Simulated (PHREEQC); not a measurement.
Dissolve 0.055 mol/kgw CuCl2 and 0.031 mol/kgw FeCl3 at 80 °C. Closed to the air; pH follows from the charge balance.

Model: ion-association model, wateq4f.dat, run in PHREEQC.

**Question.** The ionic strength comes out as 0.230 mol/kgw. What activity coefficients do Fe+3, Fe(OH)2+, H+, CuCl+, Fe3(OH)4+5 get?

**Answer.** Fe+3 0.100, Fe(OH)2+ 0.71, H+ 0.77, CuCl+ 0.68, Fe3(OH)4+5 0.00023.

Precipitation was switched off in this run. Saturation is exceeded, for instance for Hematite (slow to form), Goethite (slow to form); the values hold only as long as no solid forms. Away from 25 °C the constants follow the database's enthalpies or fits; those with neither stay at their 25 °C values.
